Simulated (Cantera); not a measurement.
Input: 1 mol Si, 9.8 mol H₂, held at 0.570 bar.

These are equilibrium values from Cantera (NASA tables, ideal gas, pure condensed phases), not measurements of a reactor. Candidate condensed phases: Si; 9 gas species. Kinetics and transport are ignored. All values below are at 1152 °C.

Base state: H₂ 1.000 (mole fractions); condensed: Si(s).

Problem. What changes in the equilibrium state with this change: Si replaced by SiCl₄?

Solution. 
```
species     before    after
----------  ------  -------
H₂           1.000    0.805
HCl              0    0.107
SiCl₂            0   0.0388
SiCl₄            0   0.0213
SiCl₃            0   0.0145
SiHCl₃           0   0.0125
SiH₂Cl₂          0  0.00112
SiH₃Cl           0  2.92e-5
Si(s), mol   1.000        0
```
The tables' values for SiCl₃ are old estimates; treat these amounts as uncertain.
